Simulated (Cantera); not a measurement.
An adiabatic, constant-volume homogeneous reactor starts with CO : H₂ : O₂ : N₂ = 1 : 0.087 : 0.591 : 5.67 (molar parts), equivalence ratio 0.92, at 1525 K and 10.0 bar. Integrator tolerance rtol = 1e-08.

Computed with Cantera and GRI-Mech 3.0 (53 species, 325 reactions). The hydrogen kinetics of GRI-Mech 3.0 are dated; newer H2 mechanisms differ, most at raised pressure.

Question: What does this change do: pressure from 10.0 bar to 1.10 bar?

Answer: 
| quantity | before | after |
|---|---|---|
| time of steepest temperature rise | 6.93 µs | 88.1 µs |
| temperature at 10.0 s | 2667 K | 2564 K |
| equilibrium temperature | 2667 K | 2564 K |
| x(CO) at 10.0 s | 0.0223 (gas-phase equilibrium 0.0223) | 0.0325 (gas-phase equilibrium 0.0325) |
| x(H₂) at 10.0 s | 0.000307 (gas-phase equilibrium 0.000307) | 0.000478 (gas-phase equilibrium 0.000478) |
| x(O₂) at 10.0 s | 0.0134 (gas-phase equilibrium 0.0134) | 0.0180 (gas-phase equilibrium 0.0180) |
| x(H) at 10.0 s | 0.000219 (gas-phase equilibrium 0.000219) | 0.000551 (gas-phase equilibrium 0.000551) |
| x(CO₂) at 10.0 s | 0.123 (gas-phase equilibrium 0.123) | 0.112 (gas-phase equilibrium 0.112) |
| x(HO₂) at 10.0 s | 1.84e-6 (gas-phase equilibrium 1.84e-6) | 9.88e-7 (gas-phase equilibrium 9.88e-7) |
| x(NO) at 10.0 s | 0.00782 (gas-phase equilibrium 0.00782) | 0.00765 (gas-phase equilibrium 0.00765) |

Question: What does this change do: H2 0.087 to 0.038 parts?

Answer: 
| quantity | before | after |
|---|---|---|
| time of steepest temperature rise | 6.93 µs | 19.0 µs |
| temperature at 10.0 s | 2667 K | 2649 K |
| equilibrium temperature | 2667 K | 2649 K |
| x(CO) at 10.0 s | 0.0223 (gas-phase equilibrium 0.0223) | 0.0196 (gas-phase equilibrium 0.0196) |
| x(H₂) at 10.0 s | 0.000307 (gas-phase equilibrium 0.000307) | 0.000111 (gas-phase equilibrium 0.000111) |
| x(O₂) at 10.0 s | 0.0134 (gas-phase equilibrium 0.0134) | 0.0155 (gas-phase equilibrium 0.0155) |
| x(H) at 10.0 s | 0.000219 (gas-phase equilibrium 0.000219) | 0.000123 (gas-phase equilibrium 0.000123) |
| x(CO₂) at 10.0 s | 0.123 (gas-phase equilibrium 0.123) | 0.126 (gas-phase equilibrium 0.126) |
| x(HO₂) at 10.0 s | 1.84e-6 (gas-phase equilibrium 1.84e-6) | 1.27e-6 (gas-phase equilibrium 1.27e-6) |
| x(NO) at 10.0 s | 0.00782 (gas-phase equilibrium 0.00782) | 0.00820 (gas-phase equilibrium 0.00820) |

Question: What does this change do: H2 0.087 to 0.17 parts?

Answer: 
```csv
quantity,before,after
time of steepest temperature rise,6.93 µs,5.10 µs
temperature at 10.0 s,2667 K,2696 K
equilibrium temperature,2667 K,2696 K
x(CO) at 10.0 s,0.0223 (gas-phase equilibrium 0.0223),0.0273 (gas-phase equilibrium 0.0273)
x(H₂) at 10.0 s,0.000307 (gas-phase equilibrium 0.000307),0.000772 (gas-phase equilibrium 0.000772)
x(O₂) at 10.0 s,0.0134 (gas-phase equilibrium 0.0134),0.0103 (gas-phase equilibrium 0.0103)
x(H) at 10.0 s,0.000219 (gas-phase equilibrium 0.000219),0.000385 (gas-phase equilibrium 0.000385)
x(CO₂) at 10.0 s,0.123 (gas-phase equilibrium 0.123),0.116 (gas-phase equilibrium 0.116)
x(HO₂) at 10.0 s,1.84e-6 (gas-phase equilibrium 1.84e-6),2.26e-6 (gas-phase equilibrium 2.26e-6)
x(NO) at 10.0 s,0.00782 (gas-phase equilibrium 0.00782),0.00713 (gas-phase equilibrium 0.00713)
```
